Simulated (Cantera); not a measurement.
**Equilibrium for carbothermic reduction: PbO + CH4 + CO**

Feed: 1 mol PbO, 0.33 mol CH4, 0.46 mol CO, at 0.240 Torr.

Equilibrium computed with Cantera from the NASA thermochemical tables; the gas is ideal and each condensed phase is pure. Candidate condensed phases: C, C6H6, C7H8, C8H18, H2O, Pb, PbO, PbO2, Pb3O4; 113 gas species. Kinetics and transport are ignored.

```csv
T (°C),x Pb,x H,x CO2,x H2,x CO,x H2O,x O,x OH,x O2,n Pb(l)
600,0.00199,1.44e-9,0.310,0.303,0.234,0.151,<1e-12,<1e-12,<1e-12,0.997
750,0.0833,1.13e-7,0.246,0.240,0.254,0.178,<1e-12,2.21e-10,<1e-12,0.868
900,0.408,2.43e-6,0.140,0.136,0.182,0.133,<1e-12,1.64e-8,<1e-12,0
1050,0.408,3.10e-5,0.127,0.123,0.196,0.147,1.29e-10,5.38e-7,7.55e-11,0
1200,0.408,0.000237,0.116,0.112,0.206,0.157,1.60e-8,8.62e-6,1.05e-8,0
1350,0.407,0.00125,0.108,0.104,0.214,0.164,8.10e-7,8.22e-5,5.81e-7,0
1500,0.406,0.00496,0.102,0.0973,0.219,0.169,2.12e-5,0.000533,1.63e-5,0
1650,0.402,0.0158,0.0969,0.0897,0.222,0.168,0.000334,0.00254,0.000272,0
1800,0.391,0.0418,0.0881,0.0810,0.224,0.154,0.00336,0.00907,0.00274,0
1950,0.366,0.0971,0.0649,0.0735,0.228,0.112,0.0196,0.0214,0.0126,0
2100,0.326,0.189,0.0331,0.0588,0.227,0.0499,0.0618,0.0285,0.0218,0
2250,0.291,0.279,0.0121,0.0322,0.219,0.0112,0.117,0.0206,0.0166,0
2400,0.273,0.324,0.00375,0.0128,0.213,0.00150,0.154,0.00948,0.00729,0
```
x: gas mole fraction; n: condensed amount in mol.

From 600 °C to 750 °C the condensed part is Pb(l). From 900 °C to 2400 °C nothing is condensed. The main Pb-bearing gas is Pb throughout.
